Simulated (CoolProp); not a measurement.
Propylene at 450.28 K and 0.162 MPa is throttled through a valve to 0.0508 MPa with no heat exchange. Each further row changes one setting.

Values from CoolProp's reference Helmholtz-energy equation of state, Lemmon 2013.

```json
[
 {"case": "as stated", "temperature change (K)": "[?]", "final density (kg/m³)": "[?]"},
 {"case": "outlet pressure 0.0152 MPa", "temperature change (K)": "[?]", "final density (kg/m³)": "[?]"},
 {"case": "outlet pressure 0.066 MPa", "temperature change (K)": "-0.5", "final density (kg/m³)": "[?]"}
]
```

**Question.** Some entries are withheld; supply them.

**Answer.** 
- as stated, temperature change (K): -0.6
- as stated, final density (kg/m³): 0.573
- outlet pressure 0.0152 MPa, temperature change (K): -0.8
- outlet pressure 0.0152 MPa, final density (kg/m³): 0.171
- outlet pressure 0.066 MPa, final density (kg/m³): 0.745
